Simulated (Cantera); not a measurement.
Charge: 1 mol Ti(OiPr)4, 0.57 mol C3H8, equilibrated at 13300 Pa.

Equilibrium computed with Cantera from the NASA thermochemical tables; the gas is ideal and each condensed phase is pure. Candidate condensed phases: C, C6H6, C7H8, C8H18, H2O, Ti, TiC, TiO, TiO2, Ti2O3, Ti3O5, Ti4O7; 113 gas species. The feed counts by its element totals alone. TiC: taken at fixed stoichiometry. Kinetics and transport are ignored. All values below are at 1100 °C.

Base state: H2 0.802, CO 0.197, CH4 0.000432, H2O 9.87e-5, CO2 1.18e-5 (mole fractions); condensed: C(graphite) + TiC(s).

Problem. What changes in the equilibrium state with this change: 2 mol CO2 added?

Solution. 
```
species             before     after
----------------  --------  --------
H2                   0.802     0.716
CO                   0.197     0.284
CH4               0.000432  0.000344
CO2                1.18e-5   2.44e-5
H2O                9.87e-5  0.000127
C(graphite), mol      8.70      9.18
TiC(s), mol           1.00    0.0724
Ti3O5(s), mol            0     0.309
```
Mutual solubility and eutectic melting of coexisting phases are not modelled.
